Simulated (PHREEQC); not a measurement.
Consider water at 10 °C with 0.031 mol Pb(NO3)2 and 0.00036 mol KBr per kg of water. Closed to the air; pH follows from the charge balance.

The numbers come from PHREEQC with the ion-association model, wateq4f.dat.

This is a speciation only: nothing precipitates in the calculation.

Problem. Estimate the pH, ionic strength.

Solution. pH 4.68; ionic strength 0.0782 mol/kgw.

Problem. In which forms is N present?

Solution. NO3- 88 %, PbNO3+ 12 % of the N.

Complexes and solids missing from the database can't appear. At this temperature some constants are extrapolated from 25 °C, and those without enthalpy data are left unchanged.
